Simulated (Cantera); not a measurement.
**Ignition delay**

Mixture: CH4 : C2H6 : O2 : N2 = 1 : 0.14 : 1.94 : 7.31 (molar parts), equivalence ratio 1.3, at 500000 Pa, adiabatic and at constant pressure. Ignition delay is the time to a rise of 400 K.

Cantera simulation using GRI-Mech 3.0 (53 species, 325 reactions); the numbers are that mechanism's predictions, not measurements.

```tsv
T0 (K)	delay (ms)
1275	0.581
1350	0.282
1425	0.145
1500	0.0778
1575	0.0431
1650	0.0249
```

```
Quantity                                                 Value
--------------------------------------------------  ----------
apparent activation energy between 1500 and 1650 K  160 kJ/mol
```
